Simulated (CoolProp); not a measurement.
Aqueous potassium carbonate as a coolant, at 6 °C, 1 atm.

Model: Melinder's fits for secondary coolants, in CoolProp.

| mass % | freezing point (°C) | cp (kJ/(kg K)) | conductivity (W/(m K)) | density (kg/m³) | viscosity (mPa s) |
|---|---|---|---|---|---|
| 3.3 | -1.0 | 3.981 | 0.571 | (withheld) | 1.56 |
| 7 | -2.4 | 3.796 | 0.568 | (withheld) | 1.68 |
| 10.6 | (withheld) | (withheld) | 0.565 | 1101 | (withheld) |
| 14.3 | -5.5 | 3.503 | 0.561 | 1138 | 2.00 |
| 17.9 | -7.5 | 3.367 | 0.557 | 1174 | 2.22 |
| 21.6 | -9.9 | 3.227 | (withheld) | 1213 | 2.50 |
| 25.2 | -13.0 | 3.095 | 0.551 | 1252 | 2.88 |
| 28.9 | (withheld) | 2.970 | 0.547 | 1293 | 3.39 |
| 32.5 | -22.3 | 2.863 | 0.543 | 1334 | 4.08 |

**Question.** Complete the blanks.

**Answer.** 
- 3.3, density (kg/m³): 1031
- 7, density (kg/m³): 1066
- 10.6, freezing point (°C): -3.9
- 10.6, cp (kJ/(kg K)): 3.646
- 10.6, viscosity (mPa s): 1.82
- 21.6, conductivity (W/(m K)): 0.554
- 28.9, freezing point (°C): -17.2
